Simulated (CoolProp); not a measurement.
Saturated liquid density (kg/m³) of R245ca: the reference equation beside estimates from Tc = 447.6 K, pc = 3941 kPa, ω = 0.355. Rackett uses Z = 0.29056 − 0.08775 ω.

Values from CoolProp's reference Helmholtz-energy equation of state, Zhou 2016.

| T (K) | reference | Rackett | van der Waals | Redlich-Kwong | Soave-Redlich-Kwong | Peng-Robinson |
|---|---|---|---|---|---|---|
| 305.5 | 1369 | 1446 | 822.3 | 1196 | 1263 | 1428 |
| 309 | 1360 | 1436 | 817.0 | 1187 | 1254 | 1419 |
| 312.4 | 1351 | 1427 | 811.7 | 1177 | 1245 | 1409 |
| 315.9 | 1342 | 1416 | 806.1 | 1167 | 1236 | 1399 |
| 319.3 | 1333 | 1406 | 800.7 | 1158 | 1227 | 1389 |
| 322.8 | 1323 | 1396 | 794.9 | 1147 | 1217 | 1378 |
| 326.2 | 1314 | 1386 | 789.3 | 1137 | 1207 | 1368 |
| 329.7 | 1304 | 1375 | 783.4 | 1127 | 1197 | 1356 |
| 333.1 | 1295 | 1365 | 777.6 | 1116 | 1187 | 1345 |
| 336.6 | 1285 | 1354 | 771.5 | 1106 | 1176 | 1334 |
| 340 | 1275 | 1343 | 765.5 | 1095 | 1166 | 1322 |
| 343.5 | 1265 | 1331 | 759.2 | 1083 | 1155 | 1309 |
| 346.9 | 1255 | 1320 | 752.9 | 1072 | 1144 | 1297 |
| 350.4 | 1245 | 1309 | 746.4 | 1060 | 1132 | 1284 |

Absolute difference from the reference over all 14 rows, mean and median: Rackett 5.4 and 5.5 %, van der Waals 40.0 and 39.9 %, Redlich-Kwong 13.6 and 13.5 %, Soave-Redlich-Kwong 8.3 and 8.2 %, Peng-Robinson 3.9 and 4.0 %.
